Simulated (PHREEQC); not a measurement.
HF is added in steps, without added water, to 1 kg of water holding 4 mmol/kgw H3PO4, at 10 °C. O2 is buffered at 0.21 atm. CO2 is held at log p = -1 (atm). No solid was allowed to form.

Base run: PHREEQC, ion-association model, phreeqc.dat. Each further column changes one thing. The table gives F- (mol/kgw).

| HF added (mol) | base | database wateq4f.dat | all activity coefficients set to 1 | metal-ligand complexes left out | Debye-Hückel limiting law |
|---|---|---|---|---|---|
| 0 | 0 | 0 | 0 | 0 | 0 |
| 0.0005 | 0.000119 | 0.000119 | 0.000111 | 0.000119 | 0.000120 |
| 0.001 | 0.000233 | 0.000232 | 0.000217 | 0.000233 | 0.000235 |
| 0.00125 | 0.000288 | 0.000286 | 0.000269 | 0.000288 | 0.000290 |
| 0.00175 | 0.000395 | 0.000392 | 0.000368 | 0.000395 | 0.000398 |
| 0.00225 | 0.000499 | 0.000493 | 0.000465 | 0.000499 | 0.000502 |
| 0.00275 | 0.000598 | 0.000591 | 0.000558 | 0.000598 | 0.000603 |
| 0.003 | 0.000647 | 0.000638 | 0.000603 | 0.000647 | 0.000652 |
| 0.0035 | 0.000742 | 0.000730 | 0.000691 | 0.000742 | 0.000748 |
| 0.004 | 0.000834 | 0.000819 | 0.000777 | 0.000834 | 0.000841 |

At this temperature some constants are extrapolated from 25 °C, and those without enthalpy data are left unchanged. H3PO4, which wateq4f.dat lacks, is added to it with the constant of phreeqc.dat. phreeqc.dat and wateq4f.dat share most of their constants, so their agreement is no independent check.
